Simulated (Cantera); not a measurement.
What does this Cantera script print?

```python
import numpy as np
import cantera as ct

surf = ct.Interface("diamond.yaml", "diamond_100")
gas, bulk = surf.adjacent["gas"], surf.adjacent["diamond"]
k = surf.kinetics_species_index(bulk.species_names[0])
cover = ["c6HH", "c6H*", "c6*H", "c6**", "c6HM", "c6B"]

rows, drift = [], 0.0
print(f"{'T':>10s}{'um/h':>11s}" + "".join(f"{s:>11s}" for s in cover))
for v in [950, 1025, 1100, 1175, 1250, 1325, 1400]:
    T, P, xH, xCH3 = v, 1300, 0.0034, 1.2e-05
    gas.TPX = T, P, {"H": xH, "CH3": xCH3, "CH4": 0.002, "H2": 1 - xH - xCH3 - 0.002}
    surf.TP = bulk.TP = T, P
    surf.coverages = "c6H*:0.1, c6HH:0.9"
    surf.advance_coverages(100.0)
    before = surf.coverages
    surf.advance_coverages(100.0)
    drift = max(drift, np.max(np.abs(surf.coverages - before) / (surf.coverages + 1e-9)))
    rate = surf.net_production_rates[k] * bulk.mean_molecular_weight / bulk.density * 3.6e9
    rows.append([rate, *surf[cover].coverages])
    print(f"{v:10.4g}{rate:11.4e}" + "".join(f"{x:11.3e}" for x in rows[-1][1:]))
```

Output:

```
         T       um/h       c6HH       c6H*       c6*H       c6**       c6HM        c6B
       950 6.0926e-02  6.420e-01  1.409e-02  3.343e-01  6.616e-03  2.238e-03  1.653e-10
      1025 6.6346e-02  5.746e-01  2.051e-02  3.919e-01  1.133e-02  1.236e-03  1.800e-10
      1100 4.2614e-02  5.139e-01  2.777e-02  4.400e-01  1.766e-02  4.124e-04  1.156e-10
      1175 2.3034e-02  4.610e-01  3.552e-02  4.779e-01  2.545e-02  9.291e-05  6.250e-11
      1250 1.9070e-02  4.163e-01  4.342e-02  5.059e-01  3.426e-02  1.958e-05  5.175e-11
      1325 1.9096e-02  3.799e-01  5.122e-02  5.253e-01  4.355e-02  4.201e-06  5.182e-11
      1400 1.2830e-02  3.509e-01  5.874e-02  5.376e-01  5.272e-02  9.042e-07  3.481e-11
```

Cantera simulation using the Harris–Goodwin 1993 mechanism for the reconstructed diamond (100) surface; the numbers are that mechanism's predictions, not measurements.
